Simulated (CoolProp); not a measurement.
Propylene along the isobar 2030 kPa: density (kg/m³) from the reference equation and from simpler models built on Tc = 91.1 °C, pc = 4555 kPa, ω = 0.146; each cubic takes its own stable root.

Model: reference Helmholtz-energy equation of state, Lemmon 2013, in CoolProp.

| T (°C) | phase | reference |
|---|---|---|
| -102.35 | liquid | 675.6 |
| -96.15 | liquid | 668.7 |
| -89.85 | liquid | 661.6 |
| -83.65 | liquid | 654.5 |
| -77.35 | liquid | 647.3 |
| -71.15 | liquid | 640.2 |
| -64.85 | liquid | 632.8 |
| -58.65 | liquid | 625.5 |
| -52.35 | liquid | 618.0 |
| -46.15 | liquid | 610.4 |
| -39.85 | liquid | 602.6 |
| -33.65 | liquid | 594.9 |
| -27.35 | liquid | 586.8 |
| -21.15 | liquid | 578.6 |
| -14.85 | liquid | 570.2 |
| -8.65 | liquid | 561.6 |

How far does each simpler model (van der Waals, Redlich-Kwong, Peng-Robinson) lie from the reference over these 16 states: mean and median of the absolute difference, and the worst?


- van der Waals: mean 36.7 %, median 36.6 %, worst -37.2 % at -102.35 °C and 2030 kPa
- Redlich-Kwong: mean 7.2 %, median 7.0 %, worst -8.5 % at -8.65 °C and 2030 kPa
- Peng-Robinson: mean 5.9 %, median 6.0 %, worst +6.2 % at -46.15 °C and 2030 kPa
